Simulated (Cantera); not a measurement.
A Cantera script and what it prints.

```python
import numpy as np
import cantera as ct

gas_names = [...]  # 116 gases of nasa_gas.yaml made of C, H, Mg, O
cond_names = """
    C(gr) C6H6(L) C7H8(L) C8H18(L),n-octa H2O(s) H2O(L) Mg(cr) Mg(L) MgCO3(s) MgO(s) MgO(L) MgO2H2(s)
""".split()


# ... load() reads the species with a 1 bar reference pressure and builds the phases ...
atoms = {
    'MgO': {'Mg': 1, 'O': 1},
    'CH4': {'C': 1, 'H': 4},
    'H2': {'H': 2},
    'C': {'C': 1},
}
top_T = {'C(gr)': 4500}  # K; cautious upper limits of use, not melting points


# ... equilibrate(T, P, feed) seeds the gas with the atoms and calls Mixture.equilibrate('TP', solver="vcs", rtol=1e-11, max_steps=5000) ...
results = []
feed = {'MgO': 1, 'CH4': 3.7, 'H2': 3.6, 'C': 1.3}  # mol
T = 1400  # K
P = 33  # Pa
mix = equilibrate(T, P, feed)
results.append((T, P, feed, dict(zip(mix.species_names, mix.species_moles))))
x = sorted(zip(gas.X, gas.species_names), reverse=True)
print(f"T = {T:g} K  P = {P:g} Pa  gas = {mix.phase_moles(0):.4g} mol")
print("   x: " + "  ".join(f"{s} {v:.3e}" for v, s in x if v > 1e-06))
print("   condensed (mol): " + ("  ".join(f"{mix.phase(i).name} {mix.phase_moles(i):.4g}"
      for i in range(1, mix.n_phases) if mix.phase_moles(i) > 1e-12) or "none"))
```

It prints:

```
T = 1400 K  P = 33 Pa  gas = 13 mol
   x: H2 8.459e-01  CO 7.691e-02  Mg 7.690e-02  H 2.463e-04  MgH 1.183e-05  C2H2,acetylene 2.131e-06  CH4 1.020e-06
   condensed (mol): C(gr) 4
```

Method: chemical equilibrium by Gibbs-energy minimisation in Cantera with the NASA 1993 tables (ideal gas, pure condensed phases). The tables' values for MgH are old estimates; treat these amounts as uncertain.
